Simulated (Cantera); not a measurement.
# Ammonia decomposition in nitride growth gas

An isothermal, constant-pressure homogeneous reactor starts with NH3 : H2 = 1 : 9.4 (molar parts), at 2098 K and 760 Torr.

Computed with Cantera and the gas-phase N/H chemistry of the illustrative SiF4/NH3 mechanism in the Surface Chemkin manual (1991). Walls and surfaces, which speed up NH3 decomposition in real reactors, are not modelled.

| t (s) | x NH3 | x H2 | x H | x N2H2 | x NH | x NH2 | x N2 |
|---|---|---|---|---|---|---|---|
| 2.00e-5 | 0.0961 | 0.904 | 9.40e-5 | 1.01e-9 | 8.87e-8 | 3.02e-5 | 5.23e-9 |
| 5.79e-5 | 0.0960 | 0.904 | 0.000270 | 1.17e-8 | 7.36e-7 | 8.64e-5 | 5.29e-7 |
| 0.000168 | 0.0958 | 0.903 | 0.000723 | 1.42e-7 | 5.24e-6 | 0.000231 | 2.61e-5 |
| 0.000485 | 0.0945 | 0.903 | 0.00120 | 5.31e-7 | 1.42e-5 | 0.000378 | 0.000530 |
| 0.00140 | 0.0899 | 0.906 | 0.00126 | 5.33e-7 | 1.46e-5 | 0.000374 | 0.00265 |
| 0.00406 | 0.0778 | 0.912 | 0.00132 | 4.49e-7 | 1.38e-5 | 0.000339 | 0.00816 |
| 0.0118 | 0.0522 | 0.926 | 0.00151 | 2.78e-7 | 1.19e-5 | 0.000256 | 0.0199 |
| 0.0340 | 0.0186 | 0.944 | 0.00207 | 7.72e-8 | 7.65e-6 | 0.000122 | 0.0353 |
| 0.0985 | 0.00286 | 0.952 | 0.00288 | 4.40e-9 | 2.26e-6 | 2.60e-5 | 0.0425 |
| 0.285 | 0.000618 | 0.953 | 0.00300 | 2.29e-10 | 5.29e-7 | 5.84e-6 | 0.0435 |
| 0.825 | 0.000185 | 0.953 | 0.00300 | 2.08e-11 | 1.59e-7 | 1.75e-6 | 0.0437 |
| 2.39 | 6.11e-5 | 0.953 | 0.00300 | 2.47e-12 | 5.26e-8 | 5.79e-7 | 0.0438 |
| 6.91 | 2.09e-5 | 0.953 | 0.00300 | <1e-12 | 1.80e-8 | 1.98e-7 | 0.0438 |
| 20.0 | 7.66e-6 | 0.953 | 0.00300 | <1e-12 | 6.60e-9 | 7.26e-8 | 0.0438 |
x: mole fraction; the columns are a selection and need not sum to one.

Equilibrium at this temperature and pressure: NH3 3.39e-6, H2 0.953, H 0.00300, N2H2 <1e-12, NH 2.92e-9, NH2 3.21e-8, N2 0.0438 (gas phase only).
